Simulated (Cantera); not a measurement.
Thermodynamics of nitride etching, feed Si3N4 + Cl2 + H2

A closed system holds: 1 mol Si3N4, 47 mol Cl2, 4.7 mol H2, equilibrated at 0.000280 bar.

Equilibrium computed with Cantera from the NASA thermochemical tables; the gas is ideal and each condensed phase is pure. Candidate condensed phases: NH4Cl, Si, Si3N4; 28 gas species. The tables' values for SiCl3, SiCl are old estimates; treat these amounts as uncertain. The numbers say what is thermodynamically allowed, not how fast it happens.

```tsv
T (K)	log p Cl	log p Cl2	log p HCl	log p SiCl4	log p SiCl2	log p N2	log p SiCl3
1323	-3.86	-4.08	-4.41	-4.90	-11.59	-5.08	-8.62
1423	-3.71	-4.48	-4.47	-4.97	-9.92	-5.14	-7.74
1523	-3.65	-4.98	-4.50	-5.01	-8.30	-5.18	-6.89
1623	-3.64	-5.48	-4.52	-5.05	-6.83	-5.19	-6.13
1723	-3.63	-5.93	-4.53	-5.28	-5.71	-5.20	-5.63
1823	-3.63	-6.35	-4.54	-6.00	-5.21	-5.21	-5.70
1923	-3.63	-6.72	-4.55	-6.96	-5.09	-5.22	-6.08
2023	-3.63	-7.06	-4.55	-7.91	-5.06	-5.22	-6.51
```
log p: log10 of the partial pressure in bar; nothing condenses.

From 1323 K to 2023 K nothing is condensed. The main Si-bearing gas is SiCl4 at 1323 K and SiCl2 at 2023 K.
